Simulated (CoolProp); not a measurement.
Vapour-liquid equilibrium of CF4 (R14) (1) + ethane (2) at 588 kPa; x and y are mole fractions of (1).

Values from CoolProp's multi-fluid Helmholtz-energy mixture model, Platzer 1990 and Bücker 2006; pair parameters Bell 2016. This equation is an older, rougher fit; its heat capacities, sound speeds and derivatives of the liquid may be far off and weren't checked against measurements.

| x | bubble temperature, mixture model (K) | bubble temperature, Raoult's law (K) | y, mixture model | y, Raoult's law |
|---|---|---|---|---|
| 0.05 | 204.1 | 218.6 | 0.545 | 0.245 |
| 0.125 | 189.4 | 211.1 | 0.774 | 0.481 |
| 0.2 | 184.2 | 205.1 | 0.832 | 0.630 |
| 0.275 | 182.2 | 200.2 | 0.851 | 0.730 |
| 0.35 | 181.5 | 196.0 | 0.859 | 0.800 |
| 0.425 | 181.1 | 192.5 | 0.863 | 0.851 |
| 0.5 | 180.7 | 189.5 | 0.868 | 0.888 |
| 0.575 | 180.3 | 186.8 | 0.874 | 0.917 |
| 0.65 | 179.7 | 184.4 | 0.883 | 0.940 |
| 0.725 | 179.0 | 182.3 | 0.896 | 0.958 |
| 0.8 | 178.2 | 180.4 | 0.915 | 0.973 |
| 0.875 | 177.4 | 178.6 | 0.940 | 0.985 |
| 0.95 | 176.6 | 177.0 | 0.973 | 0.994 |

The largest gap from Raoult's law is -21.7 K in bubble temperature, at x = 0.125. No azeotrope shows between x = 0.05 and 0.95.

The pair parameters rest on a limited set of measurements; away from them the model extrapolates. With so large a gap from Raoult's law the liquid may split in two, which this calculation doesn't test in full.
